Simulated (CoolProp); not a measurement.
Toluene at several states: Z from the reference equation and from simpler models built on Tc = 591.7 K, pc = 4.126 MPa, ω = 0.266; each cubic takes its own stable root.

Model: reference Helmholtz-energy equation of state, Lemmon 2006, in CoolProp. It is a short technical equation, of lower accuracy than the large ones.

| T (K) | p (MPa) | phase | reference |
|---|---|---|---|
| 308.6 | 0.747 | liquid | 0.03145 |
| 356.5 | 0.242 | liquid | 0.009325 |
| 366.6 | 2.58 | liquid | 0.09754 |
| 272.8 | 1.53 | liquid | 0.07009 |
| 565.7 | 2.48 | gas | 0.6641 |

**Question.** How far does each simpler model (van der Waals, Redlich-Kwong, Soave-Redlich-Kwong) lie from the reference over these 5 states: mean and median of the absolute difference, and the worst?

**Answer.** 
- van der Waals: mean 2041.5 %, median 70.0 %, worst +9986.9 % at 356.5 K and 0.242 MPa
- Redlich-Kwong: mean 13.2 %, median 14.9 %, worst +15.2 % at 356.5 K and 0.242 MPa
- Soave-Redlich-Kwong: mean 10.5 %, median 11.6 %, worst +13.0 % at 272.8 K and 1.53 MPa

At some of these states van der Waals gives the other phase, because its saturation line lies elsewhere.
